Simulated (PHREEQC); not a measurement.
# Polishing slurry liquid (model solution)

Make-up at 75 °C: 0.0089 mol/kgw HNO3, 0.0021 mol/kgw KNO3 and 4.8e-06 mol/kgw CO2. Closed to the air; pH follows from the charge balance.

Computed with PHREEQC (ion-association model, phreeqc.dat).

Each row changes one thing in this solution. Precipitation was switched off in this run.

| case | pH | HCO3- (mol/kgw) |
|---|---|---|
| as made | 2.10 | 3.20e-10 |
| temperature from 75 to 5 °C | 2.09 | 2.00e-10 |
| KNO3 from 0.0021 to 0.00042 mol/kgw | 2.09 | 3.16e-10 |
| temperature from 75 to 60 °C | 2.09 | 3.42e-10 |
| temperature from 75 to 30 °C | 2.09 | 3.10e-10 |
| 0.00087 mol/kgw Pb(NO3)2 added | 2.10 | 3.26e-10 |
| HNO3 from 0.0089 to 0.0445 mol/kgw | 1.43 | 7.51e-11 |

Constants without temperature data keep their 25 °C values here.
